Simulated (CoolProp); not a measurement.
Vapour-liquid equilibrium of isohexane (1) + benzene (2) at 431 kPa; x and y are mole fractions of (1).

Values from CoolProp's multi-fluid Helmholtz-energy mixture model, Lemmon 2006 and Thol 2012; pair parameters Bell 2016.

Problem. Give the bubble temperature and the first vapour's composition at x = 0.35, 0.65, 0.85. Is there an azeotrope?

Solution. x = 0.35: 395.6 K, y = 0.473; x = 0.65: 390.7 K, y = 0.714; x = 0.85: 388.5 K, y = 0.874. No azeotrope shows between x = 0.05 and 0.95.

Pair parameters are fitted to limited data, so mixtures are less certain than the pure fluids.
